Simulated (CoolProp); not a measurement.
Isohexane at several states: fugacity coefficient from the reference equation and from simpler models built on Tc = 497.7 K, pc = 3.043 MPa, ω = 0.280; each cubic takes its own stable root.

Values from CoolProp's reference Helmholtz-energy equation of state, Lemmon 2006. It is a short technical equation, of lower accuracy than the large ones.

```tsv
T (K)	p (MPa)	phase	reference	van der Waals	Redlich-Kwong	Soave-Redlich-Kwong
252.6	7.53	liquid	0.0005874	0.02455	0.001833	0.0005973
359	0.434	liquid	0.4619	0.9091	0.7153	0.4682
305.4	3.28	liquid	0.01334	0.1079	0.02798	0.01345
214.4	0.0465	liquid	0.003561	0.6058	0.01447	0.003474
```

At some of these states van der Waals gives the other phase, because its saturation line lies elsewhere.
